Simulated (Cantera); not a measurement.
Mixture: CH4 : C2H6 : C3H8 : O2 : N2 : CO2 = 1 : 0.25 : 0.24 : 6.91 : 26 : 0.23 (molar parts), equivalence ratio 0.59, at 10.0 bar, adiabatic and at constant volume. Ignition delay is the time to a rise of 400 K.

Computed with Cantera and GRI-Mech 3.0 (53 species, 325 reactions). GRI-Mech 3.0 was tuned for natural gas; its chemistry of propane as a main component is partial and can be far from experiment.

Question: Predict: delay at 1025 K; delay at 1225 K; delay at 1425 K; delay at 1625 K; delay at 1825 K; apparent activation energy between 1725 and 1925 K.

Answer: 
* **delay at 1025 K**: 11.0 ms
* **delay at 1225 K**: 0.430 ms
* **delay at 1425 K**: 41.3 µs
* **delay at 1625 K**: 7.77 µs
* **delay at 1825 K**: 2.44 µs
* **apparent activation energy between 1725 and 1925 K**: 130 kJ/mol
